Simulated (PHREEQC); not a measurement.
Consider water at 25 °C with 0.0051 mol/kgw HNO3 and 2.6e-07 mol/kgw H4SiO4. It is in equilibrium with CO2 at log p = -1 (atm). Otherwise closed; pH follows from the charge balance.

Equilibrium calculation in PHREEQC: ion-association model, phreeqc.dat.

| quantity | before | after |
|---|---|---|
| pH | 2.32 | 3.30 |
| HCO3- (mol/kgw) | 3.42e-7 | 3.10e-6 |
| SI of Quartz (SiO2) | -2.60 | -3.60 |

Task: Which change was made?
A. diluted 10-fold with water
B. H4SiO4 replaced by Na2SiF6 at the same molality
C. temperature from 25 to 35 °C
D. HNO3 from 0.0051 to 0.051 mol/kgw
E. HNO3 left out

Result: A, diluted 10-fold with water

Precipitation was switched off in this run.
